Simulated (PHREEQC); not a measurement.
Solution (25 °C): 5.1 mmol/kgw CuSO4, 2.4 mmol/kgw HBF4 and 0.15 mmol/kgw FeCl3. Closed to the air; pH follows from the charge balance.

All values are PHREEQC results (ion-association model, wateq4f.dat), not measurements.

This is a speciation only: nothing precipitates in the calculation.

### Question
Order these F species by the share of F that they hold, largest first: BF3OH-, F-, FeF3, BF4-, HF.

### Answer
BF4- (49 %), HF (29 %), F- (10 %), BF3OH- (4.9 %), FeF3 (2.5 %)

### Question
Order these Fe species by the share of Fe that they hold, largest first: FeF3, FeF2+, FeF+2.

### Answer
FeF3 (54 %), FeF2+ (44 %), FeF+2 (1.9 %)

The pH is 2.68 and the ionic strength 0.0181 mol/kgw. Examples of supersaturated solids here: Hematite (slow to form), Goethite (slow to form). Others may be too. Real BF4- forms and hydrolyses slowly; the run takes it at equilibrium. Fluoro complexes past AlF4- and FeF3 are missing from the database.
